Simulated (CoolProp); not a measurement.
Dodecamethylpentasiloxane (MD3M) at 379.51 K and 3.2 MPa is throttled through a valve to 0.601 MPa with no heat exchange. Each further row changes one setting.

Computed with CoolProp (reference Helmholtz-energy equation of state, Thol 2019).

| case | temperature change (K) | final density (kg/m³) |
|---|---|---|
| as stated | +0.9 | 791 |
| outlet pressure 0.18 MPa | +1.1 | 790 |
| outlet pressure 0.781 MPa | +0.9 | 791 |
